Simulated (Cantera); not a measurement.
Feed: 1 mol SiC, 0.048 mol C, 0.42 mol H2, equilibrated at 1250 °C and 98.0 mbar.

Cantera equilibrium calculation (NASA polynomials, part measured and part estimated; ideal gas, pure solids and liquids). Candidate condensed phases: C, C6H6, C7H8, C8H18, Si, SiC; 87 gas species. Equilibrium is a limit: real reactors are often held back by kinetics, nucleation or transport.

Base state: H2 1.000, CH4 0.000225, H 7.39e-5, C2H2 (acetylene) 1.18e-5 (mole fractions); condensed: C(graphite) + SiC(s).

Question: What changes in the equilibrium state with this change: temperature from 1250 °C to 2152 °C?

Answer: 
| species | before | after |
|---|---|---|
| H2 | 1.000 | 0.930 |
| H | 7.39e-5 | 0.0551 |
| C2H2 (acetylene) | 1.18e-5 | 0.00726 |
| Si | 1.47e-9 | 0.00542 |
| SiC2 | <1e-9 | 0.00113 |
| Si2C | <1e-9 | 0.000635 |
| SiH | 1.34e-9 | 0.000487 |
| C(graphite), mol | 0.0479 | 0.0440 |
| SiC(s), mol | 1.00 | 0.996 |
Gases not in the tables: Si2H6 and higher silanes.
